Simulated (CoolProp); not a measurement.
Model: reference Helmholtz-energy equation of state, de Reuck 1990, in CoolProp.

For fluorine, give the phase and the density (kg/m³), Joule-Thomson coefficient (K/MPa), isothermal compressibility (1/MPa), expansivity (1/kK) at 156.3 K and 28.2 bar; 169.7 K and 28.2 bar; 209.8 K and 28.2 bar.


- 156.3 K and 28.2 bar: gas; density 97.7, Joule-Thomson coefficient 6.71, isothermal compressibility 0.429, expansivity 10.8
- 169.7 K and 28.2 bar: gas; density 85.8, Joule-Thomson coefficient 5.68, isothermal compressibility 0.404, expansivity 8.67
- 209.8 K and 28.2 bar: gas; density 64.9, Joule-Thomson coefficient 3.70, isothermal compressibility 0.375, expansivity 5.76
